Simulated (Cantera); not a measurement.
What does this Cantera script print?

```python
import numpy as np
import cantera as ct

gas = ct.Solution("gri30.yaml")
gas.TPX = 1223, 101325, {'N2O': 1, 'O2': 0.13}
reactor = ct.IdealGasConstPressureReactor(gas, energy="off", clone=False)
net = ct.ReactorNet([reactor])
net.rtol, net.atol = 1e-08, 1e-18
show = ['N2O', 'O2', 'NO', 'N2', 'O', 'NO2']
times = np.geomspace(3e-06, 4, 14)

steps = ct.SolutionArray(gas, extra=["t"])
rows = []
print(f"{'t/s':>10s}{'T/K':>9s}{'P/Pa':>11s}" + "".join(f"{s:>11s}" for s in show))
for t in times:
    while net.time < t:
        t_next = net.step()
        steps.append(gas.state, t=t_next)
    rows.append([np.interp(t, steps.t, y) for y in (steps.T, steps.P, *steps(*show).X.T)])
    print(f"{t:10.3e}{rows[-1][0]:9.1f}{rows[-1][1]:11.4g}" + "".join(f"{x:11.3e}" for x in rows[-1][2:]))
rate = np.gradient(steps.T, steps.t)
print("integrator steps:", len(steps.t))
if steps.T.max() > steps.T[0] + 200:
    print(f"time of steepest temperature rise: {steps.t[rate.argmax()]:.4e} s")
gas.TPX = 1223, 101325, {'N2O': 1, 'O2': 0.13}
gas.equilibrate("TP")
print(f"equilibrium (TP): T = {gas.T:.1f} K  " + "  ".join(f"{s} {gas[s].X[0]:.3e}" for s in show))
```

Result:

```
       t/s      T/K       P/Pa        N2O         O2         NO         N2          O        NO2
 3.000e-06   1223.0  1.013e+05  8.850e-01  1.150e-01  5.751e-08  1.422e-06  9.484e-07  2.122e-14
 8.877e-06   1223.0  1.013e+05  8.849e-01  1.150e-01  3.832e-07  5.033e-06  1.875e-06  9.268e-13
 2.627e-05   1223.0  1.013e+05  8.849e-01  1.151e-01  1.850e-06  1.767e-05  2.418e-06  2.152e-11
 7.773e-05   1223.0  1.013e+05  8.849e-01  1.151e-01  6.550e-06  5.644e-05  2.451e-06  2.692e-10
 2.300e-04   1223.0  1.013e+05  8.847e-01  1.151e-01  2.048e-05  1.712e-04  2.451e-06  2.619e-09
 6.806e-04   1223.0  1.013e+05  8.842e-01  1.153e-01  6.164e-05  5.107e-04  2.451e-06  2.358e-08
 2.014e-03   1223.0  1.013e+05  8.826e-01  1.157e-01  1.831e-04  1.514e-03  2.450e-06  1.975e-07
 5.959e-03   1223.0  1.013e+05  8.781e-01  1.169e-01  5.399e-04  4.467e-03  2.447e-06  1.518e-06
 1.763e-02   1223.0  1.013e+05  8.650e-01  1.204e-01  1.574e-03  1.308e-02  2.434e-06  9.378e-06
 5.218e-02   1223.0  1.013e+05  8.277e-01  1.303e-01  4.479e-03  3.747e-02  2.392e-06  4.001e-05
 1.544e-01   1223.0  1.013e+05  7.303e-01  1.564e-01  1.192e-02  1.012e-01  2.270e-06  1.222e-04
 4.568e-01   1223.0  1.013e+05  5.236e-01  2.122e-01  2.689e-02  2.370e-01  1.952e-06  2.888e-04
 1.352e+00   1223.0  1.013e+05  2.387e-01  2.908e-01  4.421e-02  4.258e-01  1.273e-06  4.867e-04
 4.000e+00   1223.0  1.013e+05  4.594e-02  3.467e-01  5.042e-02  5.563e-01  3.864e-07  5.874e-04
integrator steps: 689
equilibrium (TP): T = 1223.0 K  N2O 1.716e-08  O2 3.864e-01  NO 2.796e-04  N2 6.134e-01  O 2.511e-08  NO2 5.768e-06
```

Detailed kinetics in Cantera: GRI-Mech 3.0 (53 species, 325 reactions). GRI-Mech 3.0 was tuned for natural gas; its chemistry of N2O as a main component is partial and can be far from experiment. The mechanism lacks the step 2 NO + O2 → 2 NO2, which can matter for NO2 below about 1400 K. The temperature is held fixed by assumption; the heat of reaction is taken as removed at once.
